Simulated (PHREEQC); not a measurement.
0.24 g of hydrous ferric oxide (600 m²/g; 0.2 weak and 0.005 strong sites per Fe, Dzombak-Morel constants, diffuse double layer) in 1 kg of water with 0.001 mol/kgw of an inert sodium salt and 1.5e-05 mol Na2SeO4, at 25 °C; the pH is set by adding NaOH or the inert anion's acid. Oxygen alone is held at its pressure in air (log pO2 = -0.68). No CO2 enters from the air. Nothing may precipitate in this run.

The series has 17 steps of pH, from 3 to 11.

Equilibrium calculation in PHREEQC: ion-association model, wateq4f.dat.

Q: Near which pH is half of the Se sorbed, and on which side is more sorbed?

A: Near pH 6.7, with more sorbed at lower pH.

The oxide is taken as insoluble; below pH 4 it would dissolve.
